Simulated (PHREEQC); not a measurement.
0.51 g of hydrous ferric oxide (600 m²/g; 0.2 weak and 0.005 strong sites per Fe, Dzombak-Morel constants, diffuse double layer) in 1 kg of water with 0.005 mol/kgw of an inert sodium salt and 2.7e-05 mol Ag2SO4 and 0.00042 mol ZnSO4, at 25 °C; the pH is set by adding NaOH or the inert anion's acid. Oxygen alone is held at its pressure in air (log pO2 = -0.68). CO2 from the air is kept out. No solid was allowed to form.

Base run: PHREEQC, ion-association model, wateq4f.dat. Each further column changes one thing. The table gives Zn sorbed (%).

```json
[
 {"pH": "4", "base": "0.1", "no electrostatic term (-no_edl)": "0.1", "background salt from 0.005 to 0.0005 mol/kgw": "0.1", "oxide from 0.51 to 2.5 g/kgw": "0.3", "0.0037 mol/kgw BaCl2 added": "0.1"},
 {"pH": "5", "base": "3.8", "no electrostatic term (-no_edl)": "4.3", "background salt from 0.005 to 0.0005 mol/kgw": "4.0", "oxide from 0.51 to 2.5 g/kgw": "11.9", "0.0037 mol/kgw BaCl2 added": "3.4"},
 {"pH": "5.5", "base": "7.9", "no electrostatic term (-no_edl)": "9.9", "background salt from 0.005 to 0.0005 mol/kgw": "8.2", "oxide from 0.51 to 2.5 g/kgw": "29.3", "0.0037 mol/kgw BaCl2 added": "7.5"},
 {"pH": "6.5", "base": "48.1", "no electrostatic term (-no_edl)": "74.6", "background salt from 0.005 to 0.0005 mol/kgw": "50.4", "oxide from 0.51 to 2.5 g/kgw": "85.9", "0.0037 mol/kgw BaCl2 added": "44.0"},
 {"pH": "7.5", "base": "91.3", "no electrostatic term (-no_edl)": "99.1", "background salt from 0.005 to 0.0005 mol/kgw": "91.9", "oxide from 0.51 to 2.5 g/kgw": "99.6", "0.0037 mol/kgw BaCl2 added": "89.7"},
 {"pH": "8.5", "base": "99.2", "no electrostatic term (-no_edl)": "99.8", "background salt from 0.005 to 0.0005 mol/kgw": "99.2", "oxide from 0.51 to 2.5 g/kgw": "100.0", "0.0037 mol/kgw BaCl2 added": "99.1"},
 {"pH": "9", "base": "99.4", "no electrostatic term (-no_edl)": "99.6", "background salt from 0.005 to 0.0005 mol/kgw": "99.4", "oxide from 0.51 to 2.5 g/kgw": "100.0", "0.0037 mol/kgw BaCl2 added": "99.3"},
 {"pH": "10", "base": "99.3", "no electrostatic term (-no_edl)": "83.5", "background salt from 0.005 to 0.0005 mol/kgw": "99.3", "oxide from 0.51 to 2.5 g/kgw": "100.0", "0.0037 mol/kgw BaCl2 added": "90.5"}
]
```

 In at least one series the solution becomes supersaturated in solids that the run did not let form, among them Zn(OH)2-e.
